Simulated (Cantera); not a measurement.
# Equilibrium for fluorocarbon and chlorocarbon gases: CH2F2 + H2 + CH4

Charge: 1 mol CH2F2, 0.067 mol H2, 0.014 mol CH4, held at 37.0 mbar.

Cantera equilibrium calculation (NASA polynomials, part measured and part estimated; ideal gas, pure solids and liquids). Candidate condensed phases: C, C6H6, C7H8, C8H18; 95 gas species. Rates play no part.

At 2950 °C the condensed part is C(graphite). From 2975 °C to 3100 °C nothing is condensed. The main C-bearing gas is C3 throughout.

| T (°C) | x HF | x H | x F | x C3 | x CF | x C | x C2 | n C(graphite) |
|---|---|---|---|---|---|---|---|---|
| 2950 | 0.629 | 0.152 | 0.0901 | 0.0766 | 0.0160 | 0.00986 | 0.00813 | 0.204 |
| 2975 | 0.593 | 0.158 | 0.0968 | 0.0928 | 0.0178 | 0.0119 | 0.0100 | 0 |
| 3000 | 0.575 | 0.167 | 0.105 | 0.0910 | 0.0186 | 0.0135 | 0.0107 | 0 |
| 3025 | 0.557 | 0.177 | 0.114 | 0.0889 | 0.0193 | 0.0151 | 0.0114 | 0 |
| 3050 | 0.538 | 0.186 | 0.123 | 0.0867 | 0.0201 | 0.0170 | 0.0121 | 0 |
| 3075 | 0.518 | 0.196 | 0.132 | 0.0844 | 0.0208 | 0.0190 | 0.0128 | 0 |
| 3100 | 0.498 | 0.206 | 0.142 | 0.0819 | 0.0214 | 0.0211 | 0.0136 | 0 |
x: gas mole fraction; n: condensed amount in mol.
